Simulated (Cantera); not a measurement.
Input (Python, Cantera) and output of one run.

```python
import numpy as np
import cantera as ct

gas_names = """
    Hg N N2
""".split()
cond_names = """
    Hg(cr) Hg(L)
""".split()


# ... load() reads the species with a 1 bar reference pressure and builds the phases ...
atoms = {
    'Hg': {'Hg': 1},
    'N2': {'N': 2},
}
top_T = {}  # K; cautious upper limits of use, not melting points


# ... equilibrate(T, P, feed) seeds the gas with the atoms and calls Mixture.equilibrate('TP', solver="vcs", rtol=1e-11, max_steps=5000) ...
results = []
feed = {'Hg': 1, 'N2': 51}  # mol
T = 1198.15  # K
P = 13332.2  # Pa
mix = equilibrate(T, P, feed)
results.append((T, P, feed, dict(zip(mix.species_names, mix.species_moles))))
print(gas.report(threshold=0.0001))
for i in range(1, mix.n_phases):
    print(f"{mix.phase(i).name:16s} {mix.phase_moles(i):12.5e} mol")
```

Result:

```
       temperature   1198.2 K
          pressure   13332 Pa
           density   0.041933 kg/m^3
  mean mol. weight   31.333 kg/kmol
   phase of matter   gas

                          1 kg             1 kmol
                     ---------------   ---------------
          enthalpy        9.2677e+05        2.9038e+07  J
   internal energy        6.0883e+05        1.9076e+07  J
           entropy            8014.9        2.5113e+05  J/K
    Gibbs function       -8.6763e+06       -2.7185e+08  J
 heat capacity c_p            1065.4             33383  J/K
 heat capacity c_v            800.07             25069  J/K

                      mass frac. Y      mole frac. X     chem. pot. / RT
                     ---------------   ---------------   ---------------
                Hg           0.12311          0.019231           -22.448
                N2           0.87689           0.98077           -27.384
     [   +1 minor]        4.7284e-18        1.0577e-17

Hg(L)             0.00000e+00 mol
```

Method: chemical equilibrium by Gibbs-energy minimisation in Cantera with the NASA 1993 tables (ideal gas, pure condensed phases).
